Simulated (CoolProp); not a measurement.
Methane along the isotherm -121.65 °C: density (kg/m³) from the reference equation and from simpler models built on Tc = -82.6 °C, pc = 45.99 bar, ω = 0.011; each cubic takes its own stable root.

Values from CoolProp's reference Helmholtz-energy equation of state, Setzmann 1991.

```
p (bar)   phase  reference  van der Waals  Redlich-Kwong  Soave-Redlich-Kwong  Peng-Robinson
-------  ------  ---------  -------------  -------------  -------------------  -------------
0.727       gas     0.9356         0.9335         0.9356               0.9355         0.9362
1.13        gas      1.463          1.458          1.463                1.463          1.464
1.76        gas      2.300          2.287          2.300                2.299          2.303
2.75        gas      3.649          3.616          3.649                3.647          3.657
4.27        gas      5.809          5.722          5.807                5.802          5.828
6.66        gas      9.461          9.216          9.449                9.436          9.504
10.4        gas      16.04          15.24          15.96                15.92          16.11
16.1     liquid      356.1          26.46          343.8                341.1          386.3
25.1     liquid      358.4          245.1          347.1                344.5          389.8
39.1     liquid      361.6          250.6          351.8                349.5          394.9
60.9     liquid      366.1          257.3          358.4                356.3          402.0
94.8     liquid      372.3          265.5          367.0                365.2          411.3
148      liquid      380.6          275.0          378.1                376.6          423.2
230      liquid      391.2          285.5          391.5                390.3          437.5
```

At some of these states van der Waals gives the other phase, because its saturation line lies elsewhere.
